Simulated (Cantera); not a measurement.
Feed: 1 mol CF₄, 1.1 mol HCl, held at 0.00133 bar.

Equilibrium computed with Cantera from the NASA thermochemical tables; the gas is ideal and each condensed phase is pure. Candidate condensed phases: C, C₆H₆, C₇H₈, C₈H₁₈; 118 gas species. Gases not in the tables: C₂F₆ and larger saturated fluorocarbons. Kinetics and transport are ignored.

Which condensed phases are stable at each of these points (T (°C)): 1450, 1650, 1850, 2050, 2250, 2450, 2650, 2850, 3050?


```csv
T (°C),condensed phases,C condensed (%)
1450,C(graphite),26.0
1650,C(graphite),20.5
1850,C(graphite),16.0
2050,C(graphite),49.9
2250,C(graphite),74.1
2450,C(graphite),62.9
2650,gas only,0.0
2850,gas only,0.0
3050,gas only,0.0
```

From 1450 °C to 2450 °C the condensed part is C(graphite). From 2650 °C to 3050 °C nothing is condensed.
